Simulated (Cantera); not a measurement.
Standard-state values (1 bar) from the NASA 1993 polynomials, evaluated with Cantera. Values are per mole of reaction as written; species without (g) are pure solids or liquids, kept so even where they would boil at 1 bar.

Problem. Between 300 and 900 K, where is each reaction favourable under standard conditions?
- H(g) + LiCl = HCl(g) + Li

Solution. 
- H(g) + LiCl = HCl(g) + Li: ΔG° is 85 kJ at 300 K and 64 kJ at 900 K; it stays positive (K < 1). ΔH° is 70 kJ and ΔS° 7 J/K at 900 K.
